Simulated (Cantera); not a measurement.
A perfectly stirred reactor is fed with 4.85 % CH4, 0.630 % C2H6, 19.8 % O2, 74.7 % N2, equivalence ratio 0.60, at 9.87 atm; it is adiabatic with a 525 K inlet, and is followed from long to short residence time, starting on the burning branch (τ in s: 0.29, 0.1, 0.036, 0.013, 0.0045, 0.0016, 0.00056, 0.0002, 7e-05, 2.5e-05, 8.7e-06).

Cantera simulation using GRI-Mech 3.0 (53 species, 325 reactions); the numbers are that mechanism's predictions, not measurements.

Problem. Predict: blow-out, bracketed by the residence times tried; x(CH4) at τ = 0.290 s; x(C2H6) at τ = 0.290 s; x(O2) at τ = 0.290 s; x(HO2) at τ = 0.290 s; x(CH2O) at τ = 0.290 s; x(CH4) at τ = 1.60 ms; x(C2H6) at τ = 1.60 ms; x(O2) at τ = 1.60 ms; x(HO2) at τ = 1.60 ms; x(CH2O) at τ = 1.60 ms.

Solution. 
| Property | Result |
|---|---|
| blow-out, bracketed by the residence times tried | burning at 0.200 ms, out at 70.0 µs |
| x(CH4) at τ = 0.290 s | 9.56e-7 |
| x(C2H6) at τ = 0.290 s | 2.34e-8 |
| x(O2) at τ = 0.290 s | 0.0789 |
| x(HO2) at τ = 0.290 s | 1.43e-6 |
| x(CH2O) at τ = 0.290 s | 1.10e-7 |
| x(CH4) at τ = 1.60 ms | 6.43e-5 |
| x(C2H6) at τ = 1.60 ms | 2.05e-6 |
| x(O2) at τ = 1.60 ms | 0.0796 |
| x(HO2) at τ = 1.60 ms | 9.87e-6 |
| x(CH2O) at τ = 1.60 ms | 8.41e-6 |
